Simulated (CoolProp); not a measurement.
Vapour-liquid equilibrium of fluoroethane (R161) (1) + R227EA (2) at 0.394 MPa; x and y are mole fractions of (1).

Computed with CoolProp (multi-fluid Helmholtz-energy mixture model, Wu 2012 and Lemmon 2016; pair parameters Bell 2016).

```tsv
x	bubble temperature (°C)	y at the bubble point	dew temperature at overall composition x (°C)	liquid density (mol/L)
0.05	20.2	0.057	20.2	8.509
0.2	18.4	[?]	19.2	9.285
0.35	[?]	0.487	17.3	10.19
0.5	[?]	[?]	14.7	11.22
0.65	[?]	0.818	11.2	[?]
0.8	1.7	0.915	6.5	13.75
0.95	-2.0	0.982	-0.1	15.32
```

Task: Fill in the missing entries.

Result: 
- 0.2, y at the bubble point: 0.265
- 0.35, bubble temperature (°C): 14.9
- 0.5, bubble temperature (°C): 10.4
- 0.5, y at the bubble point: 0.678
- 0.65, bubble temperature (°C): 5.8
- 0.65, liquid density (mol/L): 12.40

No azeotrope shows between x = 0.05 and 0.95.

The pair parameters rest on a limited set of measurements; away from them the model extrapolates.
